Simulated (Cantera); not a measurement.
Cantera run, input and output.

```python
import numpy as np
import cantera as ct

gas = ct.Solution("h2o2.yaml")
gas.TPX = 1225, 13332, {'H2': 0.42, 'O2': 1, 'N2': 1.2}
reactor = ct.IdealGasConstPressureReactor(gas, energy="off", clone=False)
net = ct.ReactorNet([reactor])
net.rtol, net.atol = 1e-08, 1e-18
show = ['H2', 'O2', 'H2O', 'HO2', 'OH', 'H']
times = np.geomspace(2e-06, 50, 15)

steps = ct.SolutionArray(gas, extra=["t"])
rows = []
print(f"{'t/s':>10s}{'T/K':>9s}{'P/Pa':>11s}" + "".join(f"{s:>11s}" for s in show))
for t in times:
    while net.time < t:
        t_next = net.step()
        steps.append(gas.state, t=t_next)
    rows.append([np.interp(t, steps.t, y) for y in (steps.T, steps.P, *steps(*show).X.T)])
    print(f"{t:10.3e}{rows[-1][0]:9.1f}{rows[-1][1]:11.4g}" + "".join(f"{x:11.3e}" for x in rows[-1][2:]))
rate = np.gradient(steps.T, steps.t)
print("integrator steps:", len(steps.t))
if steps.T.max() > steps.T[0] + 200:
    print(f"time of steepest temperature rise: {steps.t[rate.argmax()]:.4e} s")
gas.TPX = 1225, 13332, {'H2': 0.42, 'O2': 1, 'N2': 1.2}
gas.equilibrate("TP")
print(f"equilibrium (TP): T = {gas.T:.1f} K  " + "  ".join(f"{s} {gas[s].X[0]:.3e}" for s in show))
```

Result:

```
       t/s      T/K       P/Pa         H2         O2        H2O        HO2         OH          H
 2.000e-06   1225.0  1.333e+04  1.603e-01  3.817e-01  5.045e-11  1.790e-09  1.388e-10  1.673e-09
 6.752e-06   1225.0  1.333e+04  1.603e-01  3.817e-01  1.385e-09  6.076e-09  1.067e-09  5.879e-09
 2.280e-05   1225.0  1.333e+04  1.603e-01  3.817e-01  4.055e-08  2.118e-08  1.088e-08  4.243e-08
 7.697e-05   1225.0  1.333e+04  1.603e-01  3.817e-01  1.080e-05  2.680e-07  1.990e-06  7.365e-06
 2.599e-04   1225.0  1.333e+04  1.179e-02  3.072e-01  1.255e-01  3.411e-05  7.765e-03  4.562e-02
 8.773e-04   1225.0  1.333e+04  1.960e-03  3.238e-01  1.683e-01  3.049e-05  3.033e-03  2.697e-03
 2.962e-03   1225.0  1.333e+04  1.279e-04  3.274e-01  1.737e-01  7.889e-06  7.245e-04  3.963e-05
 1.000e-02   1225.0  1.333e+04  1.108e-05  3.277e-01  1.741e-01  1.161e-06  2.295e-04  1.216e-06
 3.376e-02   1225.0  1.333e+04  1.613e-06  3.278e-01  1.742e-01  2.183e-07  9.385e-05  8.219e-08
 1.140e-01   1225.0  1.333e+04  3.340e-07  3.278e-01  1.742e-01  5.443e-08  4.426e-05  8.626e-09
 3.848e-01   1225.0  1.333e+04  8.460e-08  3.278e-01  1.743e-01  2.141e-08  2.265e-05  1.162e-09
 1.299e+00   1225.0  1.333e+04  2.765e-08  3.278e-01  1.743e-01  1.803e-08  1.294e-05  2.226e-10
 4.387e+00   1225.0  1.333e+04  1.797e-08  3.278e-01  1.743e-01  1.955e-08  1.030e-05  1.167e-10
 1.481e+01   1225.0  1.333e+04  1.775e-08  3.278e-01  1.743e-01  1.962e-08  1.023e-05  1.145e-10
 5.000e+01   1225.0  1.333e+04  1.775e-08  3.278e-01  1.743e-01  1.962e-08  1.023e-05  1.145e-10
integrator steps: 1927
equilibrium (TP): T = 1225.0 K  H2 1.775e-08  O2 3.278e-01  H2O 1.743e-01  HO2 1.962e-08  OH 1.023e-05  H 1.145e-10
```

Computed with Cantera and the H2/O2 subset of GRI-Mech 3.0, which has no nitrogen chemistry. The temperature is held fixed by assumption; the heat of reaction is taken as removed at once.
